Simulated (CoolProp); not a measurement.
Values from CoolProp's reference Helmholtz-energy equation of state, Colonna 2008. It is a short technical equation, of lower accuracy than the large ones.

Task: For dodecamethylcyclohexasiloxane (D6), give the phase and the Z, cv (kJ/(kg K)), isothermal compressibility (1/MPa) at 443.2 K and 0.795 MPa; 590.5 K and 0.795 MPa; 620 K and 0.795 MPa.

Result: 
- 443.2 K and 0.795 MPa: liquid; Z 0.119, cv 1.69, isothermal compressibility 0.00679
- 590.5 K and 0.795 MPa: liquid; Z 0.122, cv 1.93, isothermal compressibility 0.0501
- 620 K and 0.795 MPa: liquid; Z 0.135, cv 1.98, isothermal compressibility 0.148
